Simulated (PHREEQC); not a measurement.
Make-up at 25 °C: 0.0077 mol/kgw PbCl2 and 0.23 mol/kgw KBr. Closed to the air; pH follows from the charge balance.

The numbers come from PHREEQC with the ion-association model with the Debye-Hückel limiting law, wateq4f.dat.

Precipitation was switched off in this run.

Problem. Order these Pb species by the share of Pb that they hold, largest first: Pb+2, PbBr2, PbBr+, PbCl+.

Solution. PbBr+ (54 %), Pb+2 (41 %), PbCl+ (2.5 %), PbBr2 (1.8 %)

The pH is 5.49 and the ionic strength 0.244 mol/kgw. Complexes and solids missing from the database can't appear.
